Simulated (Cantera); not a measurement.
# Gas-phase reforming

A perfectly stirred reactor is fed with 22.2 % CH₄, 77.8 % CO₂, at 1000000 Pa; it is held at 1500 K, and followed from long to short residence time.

Cantera simulation using GRI-Mech 3.0 (53 species, 325 reactions); the numbers are that mechanism's predictions, not measurements.

```tsv
τ (s)	x CH₄	x CO₂	x C₂H	x C₂H₆	x C₂H₂	x H	x O₂
20	0.0250	0.283	2.14e-10	1.83e-5	0.00655	1.71e-6	<1e-12
3.2	0.0379	0.362	9.25e-10	4.70e-5	0.0248	1.31e-6	1.04e-12
0.49	0.0706	0.503	1.73e-9	0.000147	0.0443	7.65e-7	2.16e-12
0.075	0.154	0.686	8.16e-10	0.000462	0.0229	4.78e-7	2.36e-12
0.012	0.206	0.766	1.50e-10	0.000796	0.00360	2.15e-7	<1e-12
0.0018	0.220	0.777	5.35e-12	0.000584	8.20e-5	4.25e-8	<1e-12
0.00027	0.222	0.778	<1e-12	0.000119	3.87e-7	1.61e-8	<1e-12
```
x: mole fraction; the columns are a selection and need not sum to one.
